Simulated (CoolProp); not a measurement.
Properties of c-C4F8 (RC318) along the isobar 0.101 MPa (Tc = 388.4 K, pc = 2.778 MPa, ω = 0.355).

Values from CoolProp's reference Helmholtz-energy equation of state, Platzer 1990. This equation is an older, rougher fit.

| T (K) | phase | density (kg/m³) | cv (kJ/(kg K)) | Joule-Thomson coefficient (K/MPa) |
|---|---|---|---|---|
| 276.2 | gas | 9.153 | 0.7086 | 20.15 |
| 308.1 | gas | 8.103 | 0.7589 | 14.32 |
| 340.1 | gas | 7.284 | 0.8061 | 10.70 |
| 372.1 | gas | 6.623 | 0.8501 | 8.299 |
| 404.1 | gas | 6.077 | 0.8909 | 6.627 |
| 436 | gas | 5.618 | 0.9284 | 5.422 |
| 468 | gas | 5.224 | 0.9630 | 4.519 |
| 500 | gas | 4.883 | 0.9946 | 3.828 |
